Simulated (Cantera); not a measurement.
A Cantera script and what it prints.

```python
import numpy as np
import cantera as ct

gas_names = [...]  # 114 gases of nasa_gas.yaml made of C, Fe, H, O
cond_names = """
    C(gr) C6H6(L) C7H8(L) C8H18(L),n-octa Fe(a) Fe(c) Fe(d) Fe(L) FeC5O5(L) FeO(s) FeO(L) Fe(OH)2(s)
    Fe(OH)3(s) Fe2O3(s) Fe3O4(s) H2O(s) H2O(L)
""".split()


# ... load() reads the species with a 1 bar reference pressure and builds the phases ...
atoms = {
    'Fe2O3': {'Fe': 2, 'O': 3},
    'CH4': {'C': 1, 'H': 4},
    'CO': {'C': 1, 'O': 1},
    'C': {'C': 1},
}
top_T = {'C(gr)': 4500, 'Fe2O3(s)': 1830, 'Fe3O4(s)': 1870}  # K; cautious upper limits of use, not melting points


# ... equilibrate(T, P, feed) seeds the gas with the atoms and calls Mixture.equilibrate('TP', solver="vcs", rtol=1e-11, max_steps=5000) ...
results = []
P = 140  # Pa
for T in [1448, 1548, 1648, 1748, 1848, 1948, 2048, 2148, 2248, 2348, 2448, 2548]:
    for m in [0.68, 1.4, 2.1, 2.8, 3.5, 4.2, 4.9, 5.7, 6.4, 7.1]:
        feed = {'Fe2O3': 1, 'CH4': 0.41, 'CO': 0.013, 'C': m}  # mol
        mix = equilibrate(T, P, feed)
        results.append((T, P, feed, dict(zip(mix.species_names, mix.species_moles))))

for T, P, feed, n in results:
    print(f"{T:7g} {feed['C']:10.4g}  " + (" + ".join(c for c in cond_names if n.get(c, 0) > 1e-12) or "gas only"))
```

It prints:

```
   1448       0.68  Fe(c) + FeO(s)
   1448        1.4  Fe(c) + FeO(s)
   1448        2.1  Fe(c)
   1448        2.8  C(gr) + Fe(c)
   1448        3.5  C(gr) + Fe(c)
   1448        4.2  C(gr) + Fe(c)
   1448        4.9  C(gr) + Fe(c)
   1448        5.7  C(gr) + Fe(c)
   1448        6.4  C(gr) + Fe(c)
   1448        7.1  C(gr) + Fe(c)
   1548       0.68  Fe(c) + FeO(s)
   1548        1.4  Fe(c) + FeO(s)
   1548        2.1  Fe(c)
   1548        2.8  C(gr) + Fe(c)
   1548        3.5  C(gr) + Fe(c)
   1548        4.2  C(gr) + Fe(c)
   1548        4.9  C(gr) + Fe(c)
   1548        5.7  C(gr) + Fe(c)
   1548        6.4  C(gr) + Fe(c)
   1548        7.1  C(gr) + Fe(c)
   1648       0.68  Fe(c) + FeO(s)
   1648        1.4  Fe(c) + FeO(s)
   1648        2.1  Fe(c)
   1648        2.8  C(gr) + Fe(c)
   1648        3.5  C(gr) + Fe(c)
   1648        4.2  C(gr) + Fe(c)
   1648        4.9  C(gr) + Fe(c)
   1648        5.7  C(gr) + Fe(c)
   1648        6.4  C(gr) + Fe(c)
   1648        7.1  C(gr) + Fe(c)
   1748       0.68  Fe(d) + FeO(L)
   1748        1.4  Fe(d) + FeO(L)
   1748        2.1  Fe(d)
   1748        2.8  C(gr) + Fe(d)
   1748        3.5  C(gr) + Fe(d)
   1748        4.2  C(gr) + Fe(d)
   1748        4.9  C(gr) + Fe(d)
   1748        5.7  C(gr) + Fe(d)
   1748        6.4  C(gr) + Fe(d)
   1748        7.1  C(gr) + Fe(d)
   1848       0.68  Fe(L) + FeO(L)
   1848        1.4  Fe(L) + FeO(L)
   1848        2.1  Fe(L)
   1848        2.8  C(gr) + Fe(L)
   1848        3.5  C(gr) + Fe(L)
   1848        4.2  C(gr) + Fe(L)
   1848        4.9  C(gr) + Fe(L)
   1848        5.7  C(gr) + Fe(L)
   1848        6.4  C(gr) + Fe(L)
   1848        7.1  C(gr) + Fe(L)
   1948       0.68  Fe(L) + FeO(L)
   1948        1.4  Fe(L) + FeO(L)
   1948        2.1  Fe(L)
   1948        2.8  C(gr) + Fe(L)
   1948        3.5  C(gr) + Fe(L)
   1948        4.2  C(gr) + Fe(L)
   1948        4.9  C(gr) + Fe(L)
   1948        5.7  C(gr) + Fe(L)
   1948        6.4  C(gr) + Fe(L)
   1948        7.1  C(gr) + Fe(L)
   2048       0.68  FeO(L)
   2048        1.4  FeO(L)
   2048        2.1  gas only
   2048        2.8  C(gr)
   2048        3.5  C(gr)
   2048        4.2  C(gr)
   2048        4.9  C(gr)
   2048        5.7  C(gr)
   2048        6.4  C(gr)
   2048        7.1  C(gr)
   2148       0.68  FeO(L)
   2148        1.4  FeO(L)
   2148        2.1  gas only
   2148        2.8  C(gr)
   2148        3.5  C(gr)
   2148        4.2  C(gr)
   2148        4.9  C(gr)
   2148        5.7  C(gr)
   2148        6.4  C(gr)
   2148        7.1  C(gr)
   2248       0.68  FeO(L)
   2248        1.4  gas only
   2248        2.1  gas only
   2248        2.8  C(gr)
   2248        3.5  C(gr)
   2248        4.2  C(gr)
   2248        4.9  C(gr)
   2248        5.7  C(gr)
   2248        6.4  C(gr)
   2248        7.1  C(gr)
   2348       0.68  gas only
   2348        1.4  gas only
   2348        2.1  gas only
   2348        2.8  C(gr)
   2348        3.5  C(gr)
   2348        4.2  C(gr)
   2348        4.9  C(gr)
   2348        5.7  C(gr)
   2348        6.4  C(gr)
   2348        7.1  C(gr)
   2448       0.68  gas only
   2448        1.4  gas only
   2448        2.1  gas only
   2448        2.8  C(gr)
   2448        3.5  C(gr)
   2448        4.2  C(gr)
   2448        4.9  C(gr)
   2448        5.7  C(gr)
   2448        6.4  C(gr)
   2448        7.1  C(gr)
   2548       0.68  gas only
   2548        1.4  gas only
   2548        2.1  gas only
   2548        2.8  C(gr)
   2548        3.5  C(gr)
   2548        4.2  C(gr)
   2548        4.9  C(gr)
   2548        5.7  C(gr)
   2548        6.4  C(gr)
   2548        7.1  C(gr)
```

These are equilibrium values from Cantera (NASA tables, ideal gas, pure condensed phases), not measurements of a reactor. Each liquid is taken as pure. Iron dissolves carbon and melts from about 1420 K in contact with it, which pure phases cannot show. Mutual solubility and eutectic melting of coexisting phases are not modelled. The tables' stoichiometric FeO is somewhat more stable than real wüstite, so its field is too wide. FeO: taken at fixed stoichiometry. Condensed phases not in the tables: cementite and carbon dissolved in iron.
